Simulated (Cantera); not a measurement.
Feed: 1 mol Si, a varied amount of Cl2, 14 mol H2, equilibrated at 848.15 K and 101000 Pa.

These are equilibrium values from Cantera (NASA tables, ideal gas, pure condensed phases), not measurements of a reactor. Candidate condensed phases: Si; 19 gas species. Rates play no part.

Question: What share of the Si ends up in condensed phases as a function of n(Cl2) (mol), at 0.5, 0.73, 0.95, 1.2, 1.4, 1.6, 1.9, 2.1, 2.3, 2.5, 2.8?

Answer: 
| n(Cl2) (mol) | Si condensed (%) | as |
|---|---|---|
| 0.5 | 71.2 | Si(s) |
| 0.73 | 58.2 | Si(s) |
| 0.95 | 45.8 | Si(s) |
| 1.2 | 31.9 | Si(s) |
| 1.4 | 20.8 | Si(s) |
| 1.6 | 9.7 | Si(s) |
| 1.9 | 0.0 | - |
| 2.1 | 0.0 | - |
| 2.3 | 0.0 | - |
| 2.5 | 0.0 | - |
| 2.8 | 0.0 | - |
